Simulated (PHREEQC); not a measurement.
0.55 g of hydrous ferric oxide (600 m²/g; 0.2 weak and 0.005 strong sites per Fe, Dzombak-Morel constants, diffuse double layer) in 1 kg of water with 0.01 mol/kgw of an inert sodium salt, at 25 °C; the pH is set by adding NaOH or the inert anion's acid. Oxygen is held at 0.21 atm. The system is closed to CO2. No solid was allowed to form.

The numbers come from PHREEQC with the ion-association model, wateq4f.dat.

Question: Predict surface charge σ (C/m²), surface potential ψ (mV) at pH = 6.33, 9, 10.33, 11.

Answer: 
| pH | surface charge σ (C/m²) | surface potential ψ (mV) |
|---|---|---|
| 6.33 | 0.036 | 95 |
| 9 | -0.013 | -49 |
| 10.33 | -0.055 | -115 |
| 11 | -0.100 | -143 |

The oxide is taken as insoluble; below pH 4 it would dissolve.
